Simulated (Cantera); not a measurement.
What does this Cantera script print?

```python
import numpy as np
import cantera as ct

gas = ct.Solution("h2o2.yaml")
gas.TPX = 1325, 1300000, {'H2': 1, 'O2': 0.704, 'N2': 2.65, 'H2O': 0.19}
reactor = ct.IdealGasReactor(gas, energy="on", clone=False)
net = ct.ReactorNet([reactor])
net.rtol, net.atol = 1e-08, 1e-16
show = ['H2', 'O2', 'H2O', 'OH', 'H2O2']
times = np.geomspace(3e-06, 2, 12)

steps = ct.SolutionArray(gas, extra=["t"])
rows = []
print(f"{'t/s':>10s}{'T/K':>9s}{'P/Pa':>11s}" + "".join(f"{s:>11s}" for s in show))
for t in times:
    while net.time < t:
        t_next = net.step()
        steps.append(gas.state, t=t_next)
    rows.append([np.interp(t, steps.t, y) for y in (steps.T, steps.P, *steps(*show).X.T)])
    print(f"{t:10.3e}{rows[-1][0]:9.1f}{rows[-1][1]:11.4g}" + "".join(f"{x:11.3e}" for x in rows[-1][2:]))
rate = np.gradient(steps.T, steps.t)
print("integrator steps:", len(steps.t))
if steps.T.max() > steps.T[0] + 200:
    print(f"time of steepest temperature rise: {steps.t[rate.argmax()]:.4e} s")
gas.TPX = 1325, 1300000, {'H2': 1, 'O2': 0.704, 'N2': 2.65, 'H2O': 0.19}
gas.equilibrate("UV")
print(f"equilibrium (UV): T = {gas.T:.1f} K  " + "  ".join(f"{s} {gas[s].X[0]:.3e}" for s in show))
```

Result:

```
       t/s      T/K       P/Pa         H2         O2        H2O         OH       H2O2
 3.000e-06   1325.1    1.3e+06  2.201e-01  1.549e-01  4.182e-02  1.268e-07  4.717e-07
 1.015e-05   2779.3  2.489e+06  1.767e-02  4.879e-02  2.513e-01  2.861e-02  3.932e-06
 3.436e-05   2942.9  2.607e+06  8.983e-03  4.698e-02  2.682e-01  2.336e-02  4.709e-06
 1.163e-04   2942.9  2.607e+06  8.983e-03  4.698e-02  2.682e-01  2.336e-02  4.709e-06
 3.935e-04   2942.9  2.607e+06  8.983e-03  4.698e-02  2.682e-01  2.336e-02  4.709e-06
 1.332e-03   2942.9  2.607e+06  8.983e-03  4.698e-02  2.682e-01  2.336e-02  4.709e-06
 4.506e-03   2942.9  2.607e+06  8.983e-03  4.698e-02  2.682e-01  2.336e-02  4.709e-06
 1.525e-02   2942.9  2.607e+06  8.983e-03  4.698e-02  2.682e-01  2.336e-02  4.709e-06
 5.160e-02   2942.9  2.607e+06  8.983e-03  4.698e-02  2.682e-01  2.336e-02  4.709e-06
 1.746e-01   2942.9  2.607e+06  8.983e-03  4.698e-02  2.682e-01  2.336e-02  4.709e-06
 5.910e-01   2942.9  2.607e+06  8.983e-03  4.698e-02  2.682e-01  2.336e-02  4.709e-06
 2.000e+00   2942.9  2.607e+06  8.983e-03  4.698e-02  2.682e-01  2.336e-02  4.709e-06
integrator steps: 1058
time of steepest temperature rise: 9.8122e-06 s
equilibrium (UV): T = 2942.9 K  H2 8.983e-03  O2 4.698e-02  H2O 2.682e-01  OH 2.336e-02  H2O2 4.709e-06
```

Cantera simulation using the H2/O2 subset of GRI-Mech 3.0, which has no nitrogen chemistry; the numbers are that mechanism's predictions, not measurements. The hydrogen kinetics of GRI-Mech 3.0 are dated; newer H2 mechanisms differ, most at raised pressure. The pressure lies above the range GRI-Mech 3.0 was tuned for (to about 10 atm).
